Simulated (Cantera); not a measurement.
A closed system holds: 1 mol Fe3O4, 4.5 mol H2, at 1400 K and 3.30 Torr.

Equilibrium computed with Cantera from the NASA thermochemical tables; the gas is ideal and each condensed phase is pure. Candidate condensed phases: Fe, FeO, Fe(OH)2, Fe(OH)3, Fe2O3, Fe3O4, H2O; 12 gas species. Mutual solubility and eutectic melting of coexisting phases are not modelled. The tables' stoichiometric FeO is somewhat more stable than real wüstite, so its field is too wide. FeO: taken at fixed stoichiometry. The numbers say what is thermodynamically allowed, not how fast it happens.

Question: What is the equilibrium state?

Answer: 
```
Quantity                                  Result
-------------------------------------  ---------
x(H2)                                      0.727
x(H2O)                                     0.273
x(H)                                     6.25e-5
x(Fe)                                    3.48e-6
x(Fe(OH)2)                               1.52e-6
n(Fe(γ))                               0.227 mol
n(FeO(s))                               2.77 mol
gas amount                             4.500 mol
log10 activity of Fe(OH)2(s) (absent)      -8.39
log10 activity of Fe(OH)3(s) (absent)     -14.92
```
